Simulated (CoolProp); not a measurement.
Model: reference Helmholtz-energy equation of state, Gao 2020, in CoolProp.

Task: For ammonia, give the phase and the speed of sound (m/s), conductivity (mW/(m K)) at 55.25 °C and 101 kPa; 77.45 °C and 101 kPa; 165.95 °C and 101 kPa.

Result: 
- 55.25 °C and 101 kPa: gas; speed of sound 454, conductivity 28.0
- 77.45 °C and 101 kPa: gas; speed of sound 468, conductivity 30.5
- 165.95 °C and 101 kPa: gas; speed of sound 520, conductivity 43.2

Thermal conductivity comes from a separate model (Tufeu 1984).
